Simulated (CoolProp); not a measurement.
Saturated liquid density (kg/m³) of oxygen: the reference equation beside estimates from Tc = 154.6 K, pc = 5046 kPa, ω = 0.022.

Values from CoolProp's reference Helmholtz-energy equation of state, Schmidt 1985.

| T (K) | reference | Soave-Redlich-Kwong | Peng-Robinson |
|---|---|---|---|
| 112.9 | 1018 | 997.4 | 1130 |
| 115.2 | 1004 | 980.1 | 1110 |
| 117.5 | 990.0 | 962.3 | 1090 |
| 119.8 | 975.2 | 943.7 | 1069 |
| 122.1 | 959.8 | 924.3 | 1047 |
| 124.4 | 944.0 | 904.2 | 1025 |
| 126.7 | 927.5 | 883.1 | 1001 |
| 129 | 910.2 | 861.1 | 975.4 |
| 131.3 | 892.2 | 837.9 | 948.8 |
| 133.6 | 873.1 | 813.5 | 920.6 |
| 135.9 | 852.9 | 787.7 | 890.7 |
| 138.2 | 831.3 | 760.2 | 858.7 |
| 140.5 | 808.0 | 730.7 | 824.3 |

Absolute difference from the reference over all 13 rows, mean and median: Soave-Redlich-Kwong 5.2 and 4.8 %, Peng-Robinson 7.4 and 7.9 %.
